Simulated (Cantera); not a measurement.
A closed system holds: 1 mol SiCl4, 0.17 mol C3H8, 2.5 mol H2, 0.047 mol HCl, equilibrated at 0.110 bar.

These are equilibrium values from Cantera (NASA tables, ideal gas, pure condensed phases), not measurements of a reactor. Candidate condensed phases: C, C6H6, C7H8, C8H18, Si, SiC; 109 gas species. Gases not in the tables: Si2H6 and higher silanes. Kinetics and transport are ignored.

### Question
What share of the Si ends up in condensed phases as a function of T (K), at 1848, 1923, 1998, 2073, 2148, 2223, 2298, 2373, 2448, 2523, 2598?

### Answer
```
T (K)  Si condensed (%)      as
-----  ----------------  ------
1848               49.4  SiC(s)
1923               44.5  SiC(s)
1998               39.7  SiC(s)
2073               35.0  SiC(s)
2148               30.4  SiC(s)
2223               26.0  SiC(s)
2298               21.4  SiC(s)
2373               16.3  SiC(s)
2448                9.5  SiC(s)
2523                0.0       -
2598                0.0       -
```
